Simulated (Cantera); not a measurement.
## PbO + CH4 + N2 (carbothermic reduction)

Feed: 1 mol PbO, 0.74 mol CH4, 5 mol N2, equilibrated at 1.30 bar.

These are equilibrium values from Cantera (NASA tables, ideal gas, pure condensed phases), not measurements of a reactor. Candidate condensed phases: C, C6H6, C7H8, C8H18, H2O, Pb, PbO, PbO2, Pb3O4; 139 gas species. Gases not in the tables: (PbO)n polymers. Equilibrium is a limit: real reactors are often held back by kinetics, nucleation or transport.

```json
[
 {"T (K)": "1248", "x N2": "0.692", "x H2": "0.178", "x Pb": "0.00100", "x CO": "0.0933", "x H2O": "0.0269", "x H": "1.73e-7", "n Pb(l)": "0.993"},
 {"T (K)": "1448", "x N2": "0.685", "x H2": "0.174", "x Pb": "0.0112", "x CO": "0.0947", "x H2O": "0.0290", "x H": "3.37e-6", "n Pb(l)": "0.918"},
 {"T (K)": "1648", "x N2": "0.645", "x H2": "0.162", "x Pb": "0.0691", "x CO": "0.0904", "x H2O": "0.0285", "x H": "3.15e-5", "n Pb(l)": "0.463"},
 {"T (K)": "1848", "x N2": "0.608", "x H2": "0.152", "x Pb": "0.121", "x CO": "0.0861", "x H2O": "0.0277", "x H": "0.000181", "n Pb(l)": "0"},
 {"T (K)": "2048", "x N2": "0.608", "x H2": "0.151", "x Pb": "0.121", "x CO": "0.0866", "x H2O": "0.0281", "x H": "0.000764", "n Pb(l)": "0"},
 {"T (K)": "2248", "x N2": "0.608", "x H2": "0.150", "x Pb": "0.121", "x CO": "0.0869", "x H2O": "0.0283", "x H": "0.00250", "n Pb(l)": "0"},
 {"T (K)": "2448", "x N2": "0.606", "x H2": "0.148", "x Pb": "0.121", "x CO": "0.0870", "x H2O": "0.0281", "x H": "0.00671", "n Pb(l)": "0"},
 {"T (K)": "2648", "x N2": "0.603", "x H2": "0.143", "x Pb": "0.120", "x CO": "0.0868", "x H2O": "0.0274", "x H": "0.0154", "n Pb(l)": "0"}
]
```
x: gas mole fraction; n: condensed amount in mol.

From 1248 K to 1648 K the condensed part is Pb(l). From 1848 K to 2648 K nothing is condensed.
